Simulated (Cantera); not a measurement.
Si2H6 + CO2 + N2 (silicon oxide and oxynitride deposition)

Feed: 1 mol Si2H6, 3.2 mol CO2, 6.1 mol N2, held at 400 Pa.

Cantera equilibrium calculation (NASA polynomials, part measured and part estimated; ideal gas, pure solids and liquids). Candidate condensed phases: C, C6H6, C7H8, C8H18, H2O, Si, SiC, SiO2, Si2N2O, Si3N4; 151 gas species. The feed counts by its element totals alone. N2 is the only nitrogen source here; it is nearly inert below about 1500 K, so the nitride shown seldom forms there in practice. Mutual solubility and eutectic melting of coexisting phases are not modelled. The tables hold silica as quartz up to 1696 K and as liquid above; real silica turns to tridymite and cristobalite and melts near 1996 K. Rates play no part.

| T (K) | log p N2 | log p CO | log p H2 | log p H2O | log p CO2 | log p SiO | log p CH4 | n C(graphite) | n SiO2(α-quartz) | n SiO2(β-quartz) | n Si2N2O(s) | n SiO2(condensed) |
|---|---|---|---|---|---|---|---|---|---|---|---|---|
| 575 | -2.59 | -4.99 | -3.19 | -3.36 | -3.56 | <-14 | -4.09 | 2.32 | 2.00 | 0 | 0 | 0 |
| 675 | -2.62 | -3.80 | -3.01 | -3.80 | -3.51 | <-14 | -4.85 | 1.96 | 2.00 | 0 | 0 | 0 |
| 775 | -2.66 | -3.19 | -2.98 | -4.52 | -4.03 | <-14 | -5.65 | 1.14 | 2.00 | 0 | 0 | 0 |
| 875 | -2.67 | -3.09 | -2.98 | -5.46 | -5.14 | <-14 | -6.32 | 0.829 | 0 | 2.00 | 0 | 0 |
| 975 | -2.67 | -3.08 | -2.98 | -6.28 | -6.18 | <-14 | -6.86 | 0.803 | 0 | 2.00 | 0 | 0 |
| 1075 | -2.67 | -3.08 | -2.98 | -6.96 | -7.02 | -12.31 | -7.31 | 0.800 | 0 | 2.00 | 0 | 0 |
| 1175 | -2.71 | -2.97 | -3.00 | -7.41 | -7.49 | -9.61 | -7.75 | 0 | 0 | 1.47 | 0.267 | 0 |
| 1275 | -2.71 | -2.97 | -3.00 | -7.27 | -7.46 | -7.84 | -8.68 | 0 | 0 | 1.47 | 0.267 | 0 |
| 1375 | -2.71 | -2.97 | -3.00 | -7.15 | -7.43 | -6.34 | -9.47 | 0 | 0 | 1.47 | 0.266 | 0 |
| 1475 | -2.71 | -2.97 | -3.00 | -7.04 | -7.41 | -5.04 | -10.16 | 0 | 0 | 1.46 | 0.258 | 0 |
| 1575 | -2.72 | -2.99 | -3.02 | -6.97 | -7.41 | -3.92 | -10.80 | 0 | 0 | 1.34 | 0.140 | 0 |
| 1675 | -2.73 | -3.01 | -3.04 | -6.23 | -6.72 | -3.61 | -12.07 | 0 | 0 | 1.20 | 0 | 0 |
| 1775 | -2.73 | -3.01 | -3.04 | -5.32 | -5.85 | -3.60 | -13.40 | 0 | 0 | 0 | 0 | 1.18 |
| 1875 | -2.73 | -3.02 | -3.06 | -4.55 | -5.13 | -3.56 | <-14 | 0 | 0 | 0 | 0 | 1.08 |
log p: log10 of the partial pressure in bar; n: condensed amount in mol.

From 575 K to 775 K the condensed part is C(graphite) + SiO2(α-quartz). From 875 K to 1075 K the condensed part is C(graphite) + SiO2(β-quartz). From 1175 K to 1575 K the condensed part is SiO2(β-quartz) + Si2N2O(s). At 1675 K the condensed part is SiO2(β-quartz). From 1775 K to 1875 K the condensed part is SiO2(condensed).
